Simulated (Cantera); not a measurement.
An isothermal, constant-pressure homogeneous reactor starts with H₂ : O₂ : N₂ = 0.013 : 1 : 0.19 (molar parts), equivalence ratio 0.0065, at 925 K and 0.0133 bar.

Detailed kinetics in Cantera: GRI-Mech 3.0 (53 species, 325 reactions). Radical loss at walls, strong at low pressure, is not modelled. Below about 950 K walls govern HO2 and H2O2 in real vessels.

x: mole fraction; the columns are a selection and need not sum to one.

| t (s) | x H₂ | x O₂ | x O | x H | x NO₂ | x N₂O | x NO |
|---|---|---|---|---|---|---|---|
| 0.000100 | 0.0108 | 0.831 | <1e-12 | <1e-12 | <1e-12 | <1e-12 | <1e-12 |
| 0.000345 | 0.0108 | 0.831 | 1.45e-12 | 2.07e-12 | <1e-12 | <1e-12 | <1e-12 |
| 0.00119 | 0.0108 | 0.831 | 1.21e-11 | 5.74e-12 | <1e-12 | <1e-12 | <1e-12 |
| 0.00410 | 0.0108 | 0.831 | 1.86e-10 | 4.93e-11 | <1e-12 | <1e-12 | <1e-12 |
| 0.0141 | 0.0108 | 0.831 | 1.58e-7 | 3.90e-8 | <1e-12 | <1e-12 | <1e-12 |
| 0.0488 | 0.000494 | 0.827 | 0.00309 | 0.000761 | <1e-12 | 1.43e-10 | 1.68e-9 |
| 0.168 | 1.65e-5 | 0.830 | 0.000539 | 2.33e-5 | 1.99e-12 | 4.69e-10 | 2.47e-9 |
| 0.580 | 1.65e-6 | 0.830 | 6.37e-5 | 8.92e-7 | 6.80e-12 | 6.21e-10 | 2.48e-9 |
| 2.00 | ? | 0.830 | ? | ? | 1.53e-11 | 6.77e-10 | 2.47e-9 |

Q: What belongs in the gaps?

A: 
- 2.00, x H₂: 1.52e-7
- 2.00, x O: 6.61e-6
- 2.00, x H: 3.03e-8
